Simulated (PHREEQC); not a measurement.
Consider water at 16 °C with 2.3 mmol/kgw HBr, 3.2 mmol/kgw FeCl3 and 0.071 mmol/kgw PbCl2. Closed to the air; pH follows from the charge balance.

Equilibrium calculation in PHREEQC: ion-association model, phreeqc.dat.

Problem. The ionic strength comes out as 0.0188 mol/kgw. What activity coefficients do Fe+3, PbCl+, Br-, Pb+2, FeCl2+ get?

Solution. Fe+3 0.36, PbCl+ 0.87, Br- 0.87, Pb+2 0.59, FeCl2+ 0.88.

Precipitation was switched off in this run. The solution is supersaturated, for example in Hematite (slow to form), Goethite (slow to form), so a real one may precipitate; this is no full list.
